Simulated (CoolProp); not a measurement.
Vapour-liquid equilibrium of propane (1) + n-pentane (2) at 294.3 K; x and y are mole fractions of (1).

Values from CoolProp's multi-fluid Helmholtz-energy mixture model, Lemmon 2009 and Thol 2019; pair parameters Kunz 2012.

```tsv
x	bubble pressure, mixture model (bar)	bubble pressure, Raoult's law (bar)	y, mixture model	y, Raoult's law
0.05	1.043	0.9927	0.449	0.434
0.125	1.688	1.595	0.676	0.676
0.2	2.306	2.197	0.776	0.785
0.275	2.902	2.799	0.833	0.847
0.35	3.485	3.402	0.871	0.887
0.425	4.059	4.004	0.898	0.915
0.5	4.629	4.606	0.919	0.936
0.575	5.197	5.208	0.936	0.952
0.65	5.766	5.810	0.950	0.964
0.725	6.342	6.413	0.962	0.975
0.8	6.928	7.015	0.973	0.983
0.875	7.533	7.617	0.983	0.990
0.95	8.170	8.219	0.993	0.996
```

The largest gap from Raoult's law is +5.8 % in bubble pressure, at x = 0.125. No azeotrope shows between x = 0.05 and 0.95.

Pair parameters are fitted to limited data, so mixtures are less certain than the pure fluids. The gap from Raoult's law changes sign with composition, which may be real or a fault of the pair parameters; it wasn't checked against measurements.
